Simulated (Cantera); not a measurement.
Feed: 1 mol SiH₄, 0.46 mol N₂, 15 mol NH₃, held at 0.0458 Torr.

Method: chemical equilibrium by Gibbs-energy minimisation in Cantera with the NASA 1993 tables (ideal gas, pure condensed phases). Candidate condensed phases: Si, Si₃N₄; 18 gas species. Gases not in the tables: Si₂H₆ and higher silanes. The numbers say what is thermodynamically allowed, not how fast it happens.

**Question.** Which condensed phases are stable at each of these points (T (K)): 923, 1023, 1123, 1223, 1323, 1423, 1523, 1623, 1723?

**Answer.** 
```json
[
 {"T (K)": "923", "condensed phases": "Si₃N₄(s)", "Si condensed (%)": "100.0"},
 {"T (K)": "1023", "condensed phases": "Si₃N₄(s)", "Si condensed (%)": "100.0"},
 {"T (K)": "1123", "condensed phases": "Si₃N₄(s)", "Si condensed (%)": "100.0"},
 {"T (K)": "1223", "condensed phases": "Si₃N₄(s)", "Si condensed (%)": "100.0"},
 {"T (K)": "1323", "condensed phases": "Si₃N₄(s)", "Si condensed (%)": "100.0"},
 {"T (K)": "1423", "condensed phases": "Si₃N₄(s)", "Si condensed (%)": "99.9"},
 {"T (K)": "1523", "condensed phases": "Si(s)", "Si condensed (%)": "99.0"},
 {"T (K)": "1623", "condensed phases": "Si(s)", "Si condensed (%)": "91.3"},
 {"T (K)": "1723", "condensed phases": "Si(l)", "Si condensed (%)": "44.5"}
]
```

From 923 K to 1423 K the condensed part is Si₃N₄(s). From 1523 K to 1623 K the condensed part is Si(s). At 1723 K the condensed part is Si(l).
